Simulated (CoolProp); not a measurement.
Vapour-liquid equilibrium of benzene (1) + n-octane (2) at 43.9 kPa; x and y are mole fractions of (1).

The numbers come from the multi-fluid Helmholtz-energy mixture model, Thol 2012 and Beckmüller 2019; pair parameters Bell 2016 in CoolProp.

```json
[
 {"x": "0.05", "bubble temperature, mixture model (°C)": "92.8", "bubble temperature, Raoult's law (°C)": "93.9", "y, mixture model": "0.197", "y, Raoult's law": "0.173"},
 {"x": "0.2", "bubble temperature, mixture model (°C)": "___", "bubble temperature, Raoult's law (°C)": "83.6", "y, mixture model": "0.559", "y, Raoult's law": "0.514"},
 {"x": "0.35", "bubble temperature, mixture model (°C)": "___", "bubble temperature, Raoult's law (°C)": "75.7", "y, mixture model": "0.734", "y, Raoult's law": "0.706"},
 {"x": "0.5", "bubble temperature, mixture model (°C)": "66.4", "bubble temperature, Raoult's law (°C)": "69.5", "y, mixture model": "0.829", "y, Raoult's law": "0.823"},
 {"x": "0.65", "bubble temperature, mixture model (°C)": "62.3", "bubble temperature, Raoult's law (°C)": "64.3", "y, mixture model": "0.891", "y, Raoult's law": "0.900"},
 {"x": "0.8", "bubble temperature, mixture model (°C)": "59.0", "bubble temperature, Raoult's law (°C)": "60.0", "y, mixture model": "___", "y, Raoult's law": "0.952"},
 {"x": "0.95", "bubble temperature, mixture model (°C)": "___", "bubble temperature, Raoult's law (°C)": "56.3", "y, mixture model": "0.984", "y, Raoult's law": "0.990"}
]
```

Task: Some entries are withheld; supply them.

Result: 
- 0.2, bubble temperature, mixture model (°C): 80.5
- 0.35, bubble temperature, mixture model (°C): 72.1
- 0.8, y, mixture model: 0.939
- 0.95, bubble temperature, mixture model (°C): 56.1

The largest gap from Raoult's law is -3.6 K in bubble temperature, at x = 0.35. No azeotrope shows between x = 0.05 and 0.95.

Pair parameters are fitted to limited data, so mixtures are less certain than the pure fluids.
